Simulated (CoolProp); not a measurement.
The fluid at 298.15 K and 0.145 MPa flows at 0.72 m/s in a round tube of 100 mm bore and 0.25 µm roughness, fully developed (64/Re and Nu = 3.66 if laminar; Colebrook and Gnielinski if turbulent). The same conditions are run with several fluids, on thermodynamics alone (safety and materials aside).

Computed with CoolProp (reference Helmholtz-energy equation of state of each fluid (R236EA: Rui 2013; CH2F2 (R32): Tillner-Roth 1997; R227EA: Lemmon 2016; nitrogen: Span 2000; R134a: Tillner-Roth 1994)).

```
fluid        Reynolds number  Darcy friction factor  pressure drop (Pa/m)  heat-transfer coefficient (W/(m² K))  mass flow (kg/h)
-----------  ---------------  ---------------------  --------------------  ------------------------------------  ----------------
R236EA                 62000                 0.0199                     ?                                  17.1               191
CH2F2 (R32)            16700                 0.0271                 0.217                                  6.63              63.1
R227EA                 64500                 0.0198                 0.531                                  17.1               211
nitrogen                6630                 0.0345                 0.147                                  5.40              33.4
R134a                  37500                      ?                 0.356                                     ?               125
```

Task: Complete the blanks.

Result: 
- R236EA, pressure drop (Pa/m): 0.484
- R134a, Darcy friction factor: 0.0223
- R134a, heat-transfer coefficient (W/(m² K)): 11.7

Transport values come from each fluid's own correlations; those of R236EA, CH2F2 (R32), R227EA, R134a are estimates that may be off by 10 % or more.
